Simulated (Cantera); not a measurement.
What does this Cantera script print?

```python
import numpy as np
import cantera as ct

gas_names = [...]  # 110 gases of nasa_gas.yaml made of C, H, O
cond_names = """
    C(gr) C6H6(L) C7H8(L) C8H18(L),n-octa H2O(s) H2O(L)
""".split()


# ... load() reads the species with a 1 bar reference pressure and builds the phases ...
atoms = {
    'CH3OH': {'C': 1, 'H': 4, 'O': 1},
    'CO2': {'C': 1, 'O': 2},
    'H2': {'H': 2},
}
top_T = {'C(gr)': 4500}  # K; cautious upper limits of use, not melting points


# ... equilibrate(T, P, feed) seeds the gas with the atoms and calls Mixture.equilibrate('TP', solver="vcs", rtol=1e-11, max_steps=5000) ...
results = []
feed = {'CH3OH': 1, 'CO2': 0.21, 'H2': 31}  # mol
P = 150000  # Pa
for T in [873, 1023, 1173, 1323, 1473, 1623, 1773, 1923, 2073, 2223]:
    mix = equilibrate(T, P, feed)
    results.append((T, P, feed, dict(zip(mix.species_names, mix.species_moles))))
    x = sorted(zip(gas.X, gas.species_names), reverse=True)
    print(f"T = {T:g} K  P = {P:g} Pa  gas = {mix.phase_moles(0):.4g} mol")
    print("   x: " + "  ".join(f"{s} {v:.3e}" for v, s in x if v > 0.0001))
    print("   condensed (mol): " + ("  ".join(f"{mix.phase(i).name} {mix.phase_moles(i):.4g}"
          for i in range(1, mix.n_phases) if mix.phase_moles(i) > 1e-12) or "none"))
```

Output:

```
T = 873 K  P = 150000 Pa  gas = 31.83 mol
   x: H2 9.180e-01  H2O 4.400e-02  CH4 3.746e-02  CO 4.959e-04
   condensed (mol): none
T = 1023 K  P = 150000 Pa  gas = 32.82 mol
   x: H2 9.361e-01  H2O 2.702e-02  CH4 2.119e-02  CO 1.511e-02  CO2 5.699e-04
   condensed (mol): none
T = 1173 K  P = 150000 Pa  gas = 33.93 mol
   x: H2 9.542e-01  CO 3.123e-02  H2O 1.010e-02  CH4 4.173e-03  CO2 2.599e-04
   condensed (mol): none
T = 1323 K  P = 150000 Pa  gas = 34.17 mol
   x: H2 9.581e-01  CO 3.475e-02  H2O 6.541e-03  CH4 5.239e-04  CO2 1.279e-04
   condensed (mol): none
T = 1473 K  P = 150000 Pa  gas = 34.21 mol
   x: H2 9.585e-01  CO 3.521e-02  H2O 6.119e-03
   condensed (mol): none
T = 1623 K  P = 150000 Pa  gas = 34.21 mol
   x: H2 9.585e-01  CO 3.528e-02  H2O 6.079e-03
   condensed (mol): none
T = 1773 K  P = 150000 Pa  gas = 34.21 mol
   x: H2 9.583e-01  CO 3.530e-02  H2O 6.081e-03  H 2.274e-04
   condensed (mol): none
T = 1923 K  P = 150000 Pa  gas = 34.22 mol
   x: H2 9.578e-01  CO 3.530e-02  H2O 6.085e-03  H 7.528e-04
   condensed (mol): none
T = 2073 K  P = 150000 Pa  gas = 34.25 mol
   x: H2 9.565e-01  CO 3.529e-02  H2O 6.085e-03  H 2.100e-03
   condensed (mol): none
T = 2223 K  P = 150000 Pa  gas = 34.3 mol
   x: H2 9.535e-01  CO 3.524e-02  H2O 6.076e-03  H 5.107e-03
   condensed (mol): none
```

These are equilibrium values from Cantera (NASA tables, ideal gas, pure condensed phases), not measurements of a reactor.
